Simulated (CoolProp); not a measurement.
Vapour-liquid equilibrium of R22 (1) + dimethyl ether (2) at 312.4 K; x and y are mole fractions of (1).

Computed with CoolProp (multi-fluid Helmholtz-energy mixture model, Kamei 1995 and Wu 2011; pair parameters Bell 2016).

Problem. Give the bubble pressure and the first vapour's composition at x = 0.35, 0.425, 0.95. Is there an azeotrope?

Solution. x = 0.35: 8.596 bar, y = 0.382; x = 0.425: 8.797 bar, y = 0.484; x = 0.95: 14.30 bar, y = 0.984. y crosses x between x = 0.2 and 0.275: the model has an azeotrope there.

The pair parameters rest on a limited set of measurements; away from them the model extrapolates.
